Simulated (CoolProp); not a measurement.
Values from CoolProp's reference Helmholtz-energy equation of state, Tillner-Roth 1997.

Problem. For CH2F2 (R32), give the phase and the density (kg/m³), isothermal compressibility (1/MPa) at 290 K and 9.64 bar; 290 K and 38.6 bar.

Solution. 
- 290 K and 9.64 bar: gas; density 24.3, isothermal compressibility 1.24
- 290 K and 38.6 bar: liquid; density 1010, isothermal compressibility 0.00476
